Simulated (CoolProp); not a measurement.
CH2F2 (R32) along the isotherm 290 K: density (kg/m³) from the reference equation and from simpler models built on Tc = 351.3 K, pc = 5.783 MPa, ω = 0.277; each cubic takes its own stable root.

Values from CoolProp's reference Helmholtz-energy equation of state, Tillner-Roth 1997.

| p (MPa) | phase | reference | Redlich-Kwong | Soave-Redlich-Kwong | Peng-Robinson |
|---|---|---|---|---|---|
| 0.964 | gas | 24.32 | 23.27 | 23.52 | 23.72 |
| 1.93 | liquid | … | 720.9 | 763.1 | 865.9 |
| 2.89 | liquid | 1002 | 729.1 | … | 871.9 |
| 3.86 | liquid | 1007 | 736.8 | … | 877.6 |
| 4.82 | liquid | 1011 | 743.8 | 780.0 | 883.0 |
| 5.78 | liquid | 1015 | 750.4 | 785.0 | 888.2 |
| 6.75 | liquid | 1020 | 756.6 | 789.9 | 893.2 |
| 7.71 | liquid | 1024 | 762.5 | 794.5 | 897.9 |
| 8.67 | liquid | 1028 | 768.0 | 798.9 | 902.4 |

Question: Some entries are withheld; supply them.

Answer: 
- 1.93, reference: 996.9
- 2.89, Soave-Redlich-Kwong: 769.0
- 3.86, Soave-Redlich-Kwong: 774.7
